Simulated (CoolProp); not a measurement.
Vapour-liquid equilibrium of R13 (1) + n-butane (2) at 243.8 K; x and y are mole fractions of (1).

Values from CoolProp's multi-fluid Helmholtz-energy mixture model, Platzer 1990 and Bücker 2006; pair parameters Bell 2016. This equation is an older, rougher fit; its heat capacities, sound speeds and derivatives of the liquid may be far off and weren't checked against measurements.

Task: Give the bubble pressure and the first vapour's composition at x = 0.2, 0.5, 0.65. Is there an azeotrope?

Result: x = 0.2: 296.5 kPa, y = 0.908; x = 0.5: 520.9 kPa, y = 0.956; x = 0.65: 607.2 kPa, y = 0.968. No azeotrope shows between x = 0.05 and 0.95.

The pair parameters rest on a limited set of measurements; away from them the model extrapolates. The gap from Raoult's law changes sign with composition, which may be real or a fault of the pair parameters; it wasn't checked against measurements. With so large a gap from Raoult's law the liquid may split in two, which this calculation doesn't test in full.
